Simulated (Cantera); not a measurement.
What does this Cantera script print?

```python
import numpy as np
import cantera as ct

gas = ct.Solution("gri30.yaml", transport_model="multicomponent")
show = ['O', 'H2', 'H2O']

rows = []
print(f"{'T/K':>7s}{'rho':>11s}{'cp':>10s}{'mu':>11s}{'lambda':>11s}{'Pr':>7s}" + "".join(f"{'D_' + s:>11s}" for s in show))
for T in [400, 650, 900, 1150, 1400, 1650, 1900, 2150, 2400]:
    gas.TPX = T, 29, {'C2H4': 0.52, 'CO': 0.3}
    Pr = gas.cp_mass * gas.viscosity / gas.thermal_conductivity
    D = [gas.mix_diff_coeffs_mole[gas.species_index(s)] for s in show]
    rows.append([gas.density, gas.cp_mass, gas.viscosity, gas.thermal_conductivity, Pr, *D])
    print(f"{T:7g}{gas.density:11.4e}{gas.cp_mass:10.1f}{gas.viscosity:11.4e}"
          f"{gas.thermal_conductivity:11.4e}{Pr:7.3f}" + "".join(f"{d:11.4e}" for d in D))
print("SI units: kg/m3, J/kg/K, Pa s, W/m/K, m2/s")
```

Output:

```
    T/K        rho        cp         mu     lambda     Pr        D_O       D_H2      D_H2O
    400 2.4448e-04    1574.0 1.5902e-05 3.3083e-02  0.757 1.5875e-01 3.8401e-01 1.1143e-01
    650 1.5045e-04    2091.6 2.3579e-05 6.4538e-02  0.764 3.6830e-01 8.7546e-01 2.8245e-01
    900 1.0866e-04    2435.0 3.0019e-05 9.5550e-02  0.765 6.3933e-01 1.5095e+00 5.1266e-01
   1150 8.5038e-05    2703.6 3.5689e-05 1.2612e-01  0.765 9.6458e-01 2.2701e+00 7.9301e-01
   1400 6.9852e-05    2889.5 4.0833e-05 1.5435e-01  0.764 1.3394e+00 3.1469e+00 1.1179e+00
   1650 5.9269e-05    3024.4 4.5593e-05 1.8058e-01  0.764 1.7605e+00 4.1324e+00 1.4835e+00
   1900 5.1470e-05    3121.8 5.0063e-05 2.0489e-01  0.763 2.2253e+00 5.2204e+00 1.8873e+00
   2150 4.5485e-05    3192.7 5.4306e-05 2.2754e-01  0.762 2.7318e+00 6.4062e+00 2.3274e+00
   2400 4.0747e-05    3245.9 5.8365e-05 2.4887e-01  0.761 3.2782e+00 7.6856e+00 2.8023e+00
SI units: kg/m3, J/kg/K, Pa s, W/m/K, m2/s
```

Detailed kinetics in Cantera: GRI-Mech 3.0 (53 species, 325 reactions). The composition is frozen, though it would react at the higher temperatures.
